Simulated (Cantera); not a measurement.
# Thermodynamics of oxide etching and cleaning by halides, feed MgO + HF + O2

Input: 1 mol MgO, 37 mol HF, 0.3 mol O2, equilibrated at 72.0 Pa.

Equilibrium computed with Cantera from the NASA thermochemical tables; the gas is ideal and each condensed phase is pure. Candidate condensed phases: H2O, Mg, MgF2, MgO, Mg(OH)2; 31 gas species. The numbers say what is thermodynamically allowed, not how fast it happens.

```csv
T (K),x HF,x H2O,x MgF2,x O2,x H,x OH,n MgF2(s),n MgO(s)
998,0.964,0.0275,1.85e-8,0.00826,2.44e-12,1.58e-7,1.000,0
1073,0.964,0.0275,4.62e-7,0.00826,4.53e-11,6.20e-7,1.000,0
1148,0.964,0.0275,7.50e-6,0.00826,5.75e-10,2.04e-6,1.000,0
1223,0.964,0.0275,8.54e-5,0.00826,5.37e-9,5.80e-6,0.997,0
1298,0.963,0.0275,0.000727,0.00825,3.88e-8,1.46e-5,0.974,0
1373,0.960,0.0274,0.00485,0.00822,2.27e-7,3.32e-5,0.823,0
1448,0.950,0.0210,0.0210,0.00803,9.73e-7,6.05e-5,0,0.217
1523,0.938,0.0267,0.0268,0.00801,4.60e-6,0.000133,0,0
1598,0.938,0.0266,0.0268,0.00800,1.68e-5,0.000242,0,0
1673,0.938,0.0264,0.0268,0.00797,5.47e-5,0.000418,0,0
1748,0.938,0.0260,0.0268,0.00796,0.000161,0.000686,0,0
1823,0.937,0.0253,0.0267,0.00797,0.000428,0.00107,0,0
1898,0.936,0.0241,0.0266,0.00804,0.00104,0.00160,0,0
1973,0.934,0.0222,0.0263,0.00820,0.00233,0.00229,0,0
```
x: gas mole fraction; n: condensed amount in mol.

From 998 K to 1373 K the condensed part is MgF2(s). At 1448 K the condensed part is MgO(s). From 1523 K to 1973 K nothing is condensed. The main Mg-bearing gas is MgF2 throughout.
